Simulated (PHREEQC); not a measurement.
Model water analysis in mg/L, 20 °C, pH 6.05, pe 9.8:

| constituent | mg/L |
|---|---|
| Na | 1.78 |
| K | 0.0106 |
| Ca | 4.3 |
| Mg | 0.0403 |
| Cl | 0.679 |
| S(6) as SO4 | 2.59 |
| Alkalinity as HCO3 | 12.8 |
| Sr | 0.104 |
| Ni | 0.0586 |

Valence states are taken as typed.

Computed with PHREEQC (ion-association model, wateq4f.dat).

Precipitation was switched off in this run.

Q: Predict the charge-balance error.

A: charge-balance error 2.9 %.

Q: In which forms is S present?

A: SO4-2 98 %, CaSO4 1.7 % of the S.

Species that the database lacks are ignored.
